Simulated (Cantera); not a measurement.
# Stirred combustor or abatement burner

A perfectly stirred reactor is fed with 5.02 % CH4, 18.3 % O2, 68.7 % N2, 8.02 % H2O, equivalence ratio 0.55, at 1.00 atm; it is adiabatic with a 323 K inlet, and is followed from long to short residence time, starting on the burning branch (τ in s: 0.03, 0.016, 0.0091, 0.005, 0.0028, 0.0015, 0.00084, 0.00047, 0.00026, 0.00014, 7.9e-05, 4.3e-05, 2.4e-05).

Computed with Cantera and GRI-Mech 3.0 (53 species, 325 reactions).

```tsv
τ (s)	T (K)	x CH4	x O2	x H2O	x CH3	x HO2	x C2H
0.030	1474	7.55e-5	0.0827	0.180	9.86e-6	8.50e-6	3.66e-12
0.016	1467	0.000117	0.0830	0.179	1.43e-5	1.26e-5	5.59e-12
0.0091	1459	0.000177	0.0834	0.179	2.02e-5	1.78e-5	7.90e-12
0.0050	1445	0.000285	0.0843	0.178	2.96e-5	2.58e-5	1.12e-11
0.0028	1420	0.000502	0.0859	0.177	4.58e-5	3.82e-5	1.59e-11
0.0015	323	0.0502	0.183	0.0802	<1e-12	<1e-12	<1e-12
0.00084	323	0.0502	0.183	0.0802	<1e-12	<1e-12	<1e-12
0.00047	323	0.0502	0.183	0.0802	<1e-12	<1e-12	<1e-12
0.00026	323	0.0502	0.183	0.0802	<1e-12	<1e-12	<1e-12
0.00014	323	0.0502	0.183	0.0802	<1e-12	<1e-12	<1e-12
7.9e-5	323	0.0502	0.183	0.0802	<1e-12	<1e-12	<1e-12
4.3e-5	323	0.0502	0.183	0.0802	<1e-12	<1e-12	<1e-12
2.4e-5	323	0.0502	0.183	0.0802	<1e-12	<1e-12	<1e-12
```
x: mole fraction; the columns are a selection and need not sum to one.
